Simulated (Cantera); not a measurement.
# Metals in furnace atmospheres: Ti + CO + H2

Feed: 1 mol Ti, a varied amount of CO, 180 mol H2, held at 14.0 bar.

Method: chemical equilibrium by Gibbs-energy minimisation in Cantera with the NASA 1993 tables (ideal gas, pure condensed phases). Candidate condensed phases: C, C6H6, C7H8, C8H18, H2O, Ti, TiC, TiO, TiO2, Ti2O3, Ti3O5, Ti4O7; 113 gas species. Mutual solubility and eutectic melting of coexisting phases are not modelled. TiC: taken at fixed stoichiometry. Condensed phases not in the tables: Magnéli phases beyond Ti4O7. Equilibrium is a limit: real reactors are often held back by kinetics, nucleation or transport.

### Question
Map the stable condensed phases over T = 800, 900, 1000, 1100, 1200, 1300, 1400, 1500, 1600, 1700, 1800 °C and n(CO) in mol = 3.5, 4.3, 5.2, 6.4, 7.8, 9.5, 12, 14.

### Answer
```
T in °C \ n(CO) in mol
         3.5 4.3 5.2 6.4 7.8 9.5  12  14
   1800    A   A   A   A   A   A   A   A
   1700    A   A   A   A   A   A   A   A
   1600    A   A   A   A   A   A   A   A
   1500    A   A   A   A   A   A   A   A
   1400    A   A   A   A   A   A   A   A
   1300    B   C   D   D   D   D   D   D
   1200    D   D   D   D   D   E   F   F
   1100    F   F   F   F   G   G   G   G
   1000    G   G   G   G   G   G   G   G
    900    G   G   G   G   G   G   G   G
    800    G   G   G   G   G   G   G   G
```
A: TiC + Ti2O3; B: Ti2O3; C: Ti2O3 + Ti3O5; D: Ti3O5; E: Ti3O5 + Ti4O7; F: Ti4O7; G: TiO2.
